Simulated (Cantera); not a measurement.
An isothermal, constant-pressure homogeneous reactor starts with 98.4 % N2O, 1.57 % H2O, at 1598 K and 1.01 bar.

Cantera simulation using GRI-Mech 3.0 (53 species, 325 reactions); the numbers are that mechanism's predictions, not measurements. GRI-Mech 3.0 was tuned for natural gas; its chemistry of N2O as a main component is partial and can be far from experiment. The temperature is held fixed by assumption; the heat of reaction is taken as removed at once.

Q: Predict: x(N2O) at 30.0 s; x(H2O) at 30.0 s; x(NO) at 30.0 s; x(OH) at 30.0 s; x(O) at 30.0 s; x(N2) at 30.0 s; x(O2) at 30.0 s.

A: 
```json
{
 "x(N2O) at 30.0 s": "4.21e-6 (gas-phase equilibrium 1.21e-7)",
 "x(H2O) at 30.0 s": "0.0105 (gas-phase equilibrium 0.0105)",
 "x(NO) at 30.0 s": "0.111 (gas-phase equilibrium 0.00220)",
 "x(OH) at 30.0 s": "6.05e-5 (gas-phase equilibrium 6.32e-5)",
 "x(O) at 30.0 s": "7.42e-6 (gas-phase equilibrium 8.12e-6)",
 "x(N2) at 30.0 s": "0.604 (gas-phase equilibrium 0.659)",
 "x(O2) at 30.0 s": "0.274 (gas-phase equilibrium 0.329)"
}
```
